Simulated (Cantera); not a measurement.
Standard-state values (1 bar) from the NASA 1993 polynomials, evaluated with Cantera. Values are per mole of reaction as written; species without (g) are pure solids or liquids, kept so even where they would boil at 1 bar.

Q: Between 300 and 1025 K, where is each reaction favourable under standard conditions?
- 3 SiCl4(g) + 2 N2(g) = 6 Cl2(g) + Si3N4

A: 
- 3 SiCl4(g) + 2 N2(g) = 6 Cl2(g) + Si3N4: ΔG° is 1221 kJ at 300 K and 1178 kJ at 1025 K; it stays positive (K < 1). ΔH° is 1233 kJ and ΔS° 53 J/K at 1025 K.
